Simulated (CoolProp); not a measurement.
Vapour-liquid equilibrium of fluoroethane (R161) (1) + R227EA (2) at -42.15 °C; x and y are mole fractions of (1).

The numbers come from the multi-fluid Helmholtz-energy mixture model, Wu 2012 and Lemmon 2016; pair parameters Bell 2016 in CoolProp.

Give the bubble pressure and the first vapour's composition at x = 0.25, 0.35, 0.65. Is there an azeotrope?

x = 0.25: 0.03398 MPa, y = 0.411; x = 0.35: 0.03881 MPa, y = 0.576; x = 0.65: 0.05833 MPa, y = 0.872. No azeotrope shows between x = 0.05 and 0.95.

Pair parameters are fitted to limited data, so mixtures are less certain than the pure fluids.
